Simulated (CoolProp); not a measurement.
Sulfur dioxide along the isotherm 211.45 °C: fugacity coefficient from the reference equation and from simpler models built on Tc = 157.5 °C, pc = 7.887 MPa, ω = 0.256; each cubic takes its own stable root.

Computed with CoolProp (reference Helmholtz-energy equation of state, Gao 2016).

```csv
p (MPa),phase,reference,van der Waals,Soave-Redlich-Kwong,Peng-Robinson
2.19,gas,0.9375,0.9388,0.9384,0.9298
4.38,gas,0.8768,0.8782,0.8790,0.8632
6.56,gas,0.8180,0.8181,0.8218,0.8004
8.75,supercritical,0.7606,0.7573,0.7664,0.7407
10.9,supercritical,0.7059,0.6963,0.7141,0.6856
13.1,supercritical,0.6521,0.6352,0.6638,0.6335
15.3,supercritical,0.6023,0.5847,0.6185,0.5873
17.5,supercritical,0.5592,0.5454,0.5799,0.5481
19.7,supercritical,0.5233,0.5148,0.5479,0.5154
21.9,supercritical,0.4937,0.4907,0.5213,0.4884
24.1,supercritical,0.4692,0.4715,0.4994,0.4658
26.2,supercritical,0.4496,0.4567,0.4818,0.4476
28.4,supercritical,0.4323,0.4443,0.4663,0.4315
30.6,supercritical,0.4177,0.4343,0.4533,0.4178
32.8,supercritical,0.4053,0.4263,0.4423,0.4060
35,supercritical,0.3946,0.4200,0.4329,0.3959
```
